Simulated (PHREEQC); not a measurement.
Solution (25 °C): 0.021 mol CuCl2, 0.0031 mol HCl and 0.00033 mol MgSO4 per kg of water. Closed to the air; pH follows from the charge balance.

Equilibrium calculation in PHREEQC: ion-association model, wateq4f.dat.

This is a speciation only: nothing precipitates in the calculation.

### Question
Estimate the pH.

### Answer
pH 2.59.

### Question
In which forms is S present?

### Answer
SO4-2 52 %, CuSO4 40 %, HSO4- 7.0 %, MgSO4 0.8 % of the S.
